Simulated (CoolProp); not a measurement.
Aqueous ethanol as a coolant, at 8 °C, 1 atm.

The numbers come from the Melinder's fits for secondary coolants in CoolProp.

```csv
mass %,freezing point (°C),cp (kJ/(kg K)),conductivity (W/(m K)),viscosity (mPa s),Prandtl number
4.5,-1.8,4.287,0.547,1.75,13.7
9.1,-3.9,4.352,0.519,2.23,18.7
13.7,-6.5,4.380,0.491,2.77,24.7
18.3,-9.8,4.368,0.465,3.33,31.3
22.9,-13.6,4.318,0.439,3.84,37.8
27.5,-17.8,4.239,0.415,4.27,43.6
32.1,-22.2,4.141,0.392,4.57,48.2
36.7,-26.5,4.032,0.371,4.73,51.5
41.3,-30.7,3.922,0.350,4.77,53.4
45.9,-34.5,3.814,0.331,4.71,54.3
50.5,-38.0,3.706,0.312,4.56,54.2
55.1,-41.3,3.588,0.295,4.36,53.1
```
